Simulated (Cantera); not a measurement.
Thermodynamics of metals in furnace atmospheres, feed Al + CO₂ + N₂

A closed system holds: 1 mol Al, a varied amount of CO₂, 1.3 mol N₂, at 1625 K and 10.0 mbar.

Cantera equilibrium calculation (NASA polynomials, part measured and part estimated; ideal gas, pure solids and liquids). Candidate condensed phases: Al, AlN, Al₂O₃, C; 32 gas species. Mutual solubility and eutectic melting of coexisting phases are not modelled. Equilibrium is a limit: real reactors are often held back by kinetics, nucleation or transport.

From 0.35 mol CO₂ to 1.1 mol CO₂ the condensed part is AlN(s) + Al₂O₃(s). From 1.6 mol CO₂ to 10 mol CO₂ the condensed part is Al₂O₃(s).

| n(CO₂) (mol) | x CO₂ | x N₂ | x CO | x Al | x NO | x O₂ | x Al₂O | n AlN(s) | n Al₂O₃(s) |
|---|---|---|---|---|---|---|---|---|---|
| 0.35 | 7.49e-7 | 0.724 | 0.276 | 3.68e-6 | 3.36e-12 | <1e-12 | 2.92e-7 | 0.767 | 0.117 |
| 0.5 | 8.95e-7 | 0.659 | 0.341 | 3.85e-6 | 3.11e-12 | <1e-12 | 3.11e-7 | 0.667 | 0.167 |
| 0.73 | 1.04e-6 | 0.588 | 0.412 | 4.08e-6 | 2.83e-12 | <1e-12 | 3.35e-7 | 0.513 | 0.243 |
| 1.1 | 1.17e-6 | 0.515 | 0.485 | 4.36e-6 | 2.53e-12 | <1e-12 | 3.66e-7 | 0.267 | 0.367 |
| 1.6 | 0.0345 | 0.448 | 0.517 | <1e-12 | 6.51e-8 | 3.37e-10 | <1e-12 | 0 | 0.500 |
| 2.3 | 0.222 | 0.361 | 0.417 | <1e-12 | 4.67e-7 | 2.16e-8 | <1e-12 | 0 | 0.500 |
| 3.3 | 0.391 | 0.283 | 0.326 | <1e-12 | 9.30e-7 | 1.09e-7 | <1e-12 | 0 | 0.500 |
| 4.8 | 0.541 | 0.213 | 0.246 | <1e-12 | 1.48e-6 | 3.67e-7 | <1e-12 | 0 | 0.500 |
| 7 | 0.663 | 0.157 | 0.181 | <1e-12 | 2.11e-6 | 1.02e-6 | <1e-12 | 0 | 0.500 |
| 10 | 0.752 | 0.115 | 0.133 | <1e-12 | 2.80e-6 | 2.44e-6 | <1e-12 | 0 | 0.500 |
x: gas mole fraction; n: condensed amount in mol.
